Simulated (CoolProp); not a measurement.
Vapour-liquid equilibrium of toluene (1) + ethylbenzene (2) at 0.00182 MPa; x and y are mole fractions of (1).

The numbers come from the multi-fluid Helmholtz-energy mixture model, Lemmon 2006 and Zhou 2012; pair parameters Bell 2016 in CoolProp.

```csv
x,"bubble temperature, mixture model (K)","bubble temperature, Raoult's law (K)","y, mixture model","y, Raoult's law"
0.05,302.7,302.8,0.135,0.132
0.15,299.8,299.9,0.340,0.342
0.25,297.4,297.3,0.490,0.499
0.35,295.3,295.0,0.608,0.620
0.45,293.3,293.0,0.704,0.715
0.55,291.5,291.1,0.784,0.791
0.65,289.8,289.5,0.850,0.853
0.75,288.2,288.0,0.905,0.904
0.85,286.7,286.6,0.950,0.947
0.95,285.3,285.3,0.985,0.984
```

The largest gap from Raoult's law is +0.4 K in bubble temperature, at x = 0.55. No azeotrope shows between x = 0.05 and 0.95.

The pair parameters rest on a limited set of measurements; away from them the model extrapolates.
